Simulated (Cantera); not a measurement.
Feed: 1 mol Fe2O3, 2.8 mol CH4, 0.37 mol H2, held at 0.00910 bar.

These are equilibrium values from Cantera (NASA tables, ideal gas, pure condensed phases), not measurements of a reactor. Candidate condensed phases: C, C6H6, C7H8, C8H18, Fe, Fe(CO)5, FeO, Fe(OH)2, Fe(OH)3, Fe2O3, Fe3O4, H2O; 114 gas species. Rates play no part.

**Question.** Which condensed phases are stable at each of these points (T (°C)): 1427, 1477, 1527, 1577, 1627, 1677, 1727, 1777, 1827, 1877, 1927, 1977, 2027?

**Answer.** 
```json
[
 {"T (°C)": "1427", "condensed phases": "Fe(δ)", "Fe condensed (%)": "99.7"},
 {"T (°C)": "1477", "condensed phases": "Fe(δ)", "Fe condensed (%)": "99.3"},
 {"T (°C)": "1527", "condensed phases": "Fe(δ)", "Fe condensed (%)": "98.6"},
 {"T (°C)": "1577", "condensed phases": "Fe(l)", "Fe condensed (%)": "97.2"},
 {"T (°C)": "1627", "condensed phases": "Fe(l)", "Fe condensed (%)": "94.5"},
 {"T (°C)": "1677", "condensed phases": "Fe(l)", "Fe condensed (%)": "89.8"},
 {"T (°C)": "1727", "condensed phases": "Fe(l)", "Fe condensed (%)": "81.6"},
 {"T (°C)": "1777", "condensed phases": "Fe(l)", "Fe condensed (%)": "67.0"},
 {"T (°C)": "1827", "condensed phases": "Fe(l)", "Fe condensed (%)": "41.4"},
 {"T (°C)": "1877", "condensed phases": "gas only", "Fe condensed (%)": "0.0"},
 {"T (°C)": "1927", "condensed phases": "gas only", "Fe condensed (%)": "0.0"},
 {"T (°C)": "1977", "condensed phases": "gas only", "Fe condensed (%)": "0.0"},
 {"T (°C)": "2027", "condensed phases": "gas only", "Fe condensed (%)": "0.0"}
]
```

From 1427 °C to 1527 °C the condensed part is Fe(δ). From 1577 °C to 1827 °C the condensed part is Fe(l). From 1877 °C to 2027 °C nothing is condensed.
